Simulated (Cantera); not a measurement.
A perfectly stirred reactor is fed with 70.4 % CH4, 29.6 % CO2, at 0.330 bar; it is held at 1450 K, and followed from long to short residence time.

Model: GRI-Mech 3.0 (53 species, 325 reactions), integrated in Cantera. GRI-Mech 3.0 stops at C3 and has no aromatics, soot or wall deposition, so with more carbon than oxygen in the feed, carbon stays in small species such as C2H2 where larger ones or solid carbon would form.

Question: Predict: x(CH4) at τ = 3.20 s; x(CO2) at τ = 3.20 s; x(H) at τ = 3.20 s; x(CH2O) at τ = 3.20 s; x(CH4) at τ = 0.110 s; x(CO2) at τ = 0.110 s; x(H) at τ = 0.110 s; x(CH2O) at τ = 0.110 s.

Answer: 
| Property | Result |
|---|---|
| x(CH4) at τ = 3.20 s | 0.344 |
| x(CO2) at τ = 3.20 s | 0.146 |
| x(H) at τ = 3.20 s | 3.79e-6 |
| x(CH2O) at τ = 3.20 s | 6.32e-7 |
| x(CH4) at τ = 0.110 s | 0.670 |
| x(CO2) at τ = 0.110 s | 0.290 |
| x(H) at τ = 0.110 s | 4.96e-7 |
| x(CH2O) at τ = 0.110 s | 2.26e-6 |
